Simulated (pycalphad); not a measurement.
CALPHAD calculation (pycalphad, COST 507 light-alloy database (1999)), 1 atm. The database dates from 1999; later assessments differ in places, in temperatures and in the compounds included. The system is extrapolated from its subsystems; higher-order compounds may be missing. Amounts are mole fractions of atoms.

Problem. Give the equilibrium state of Al-7.645Cu-10.51Si (wt.%) at 750 K.

Solution. fcc, fraction 0.832, with 3.4 Cu, 0.70 Si wt.%; diamond (Si), fraction 0.100, with no Cu, >99.99 Si wt.%; ALCU_THETA, fraction 0.068, with 52.9 Cu, no Si wt.%.

Problem. Give the equilibrium state of Al-7.645Cu-10.51Si (wt.%) at 800 K.

Solution. fcc, fraction 0.726, with 3.5 Cu, 1.1 Si wt.%; liquid, fraction 0.192, with 24.3 Cu, 7.3 Si wt.%; diamond (Si), fraction 0.082, with no Cu, >99.99 Si wt.%.

Database names, with the compositions (at.%) that they take in these runs: ALCU_THETA: Al 67 Cu 32. An entry "none" or "no" means that the model of the phase leaves that element out.
